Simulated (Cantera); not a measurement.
Feed: 1 mol CH3Cl, a varied amount of Si, at 1400 °C and 0.0668 Torr.

Method: chemical equilibrium by Gibbs-energy minimisation in Cantera with the NASA 1993 tables (ideal gas, pure condensed phases). Candidate condensed phases: C, C6H6, C7H8, C8H18, Si, SiC; 109 gas species. Kinetics and transport are ignored.

Which condensed phases are stable at each of these points (n(Si) (mol)): 0.082, 0.12, 0.16, 0.23, 0.33, 0.46, 0.65, 0.92, 1.3?


| n(Si) (mol) | condensed phases | Si condensed (%) |
|---|---|---|
| 0.082 | C(graphite) + SiC(s) | 52.4 |
| 0.12 | C(graphite) + SiC(s) | 67.5 |
| 0.16 | C(graphite) + SiC(s) | 75.6 |
| 0.23 | C(graphite) + SiC(s) | 83.0 |
| 0.33 | C(graphite) + SiC(s) | 88.2 |
| 0.46 | C(graphite) + SiC(s) | 91.5 |
| 0.65 | C(graphite) + SiC(s) | 94.0 |
| 0.92 | C(graphite) + SiC(s) | 95.8 |
| 1.3 | SiC(s) | 76.9 |

From 0.082 mol Si to 0.92 mol Si the condensed part is C(graphite) + SiC(s). At 1.3 mol Si the condensed part is SiC(s).
